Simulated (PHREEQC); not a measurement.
Solution (90 °C): 73 mmol/kgw HBr, 29.7 mmol/kgw CaCl2 and 62 mmol/kgw KCl. Closed to the air; pH follows from the charge balance.

The numbers come from PHREEQC with the ion-association model, phreeqc.dat.

This is a speciation only: nothing precipitates in the calculation.

### Question
What pH, density does the model give?

### Answer
pH 1.25; density 0.975 g/cm³.

Species that the database lacks are ignored. At this temperature some constants are extrapolated from 25 °C, and those without enthalpy data are left unchanged.
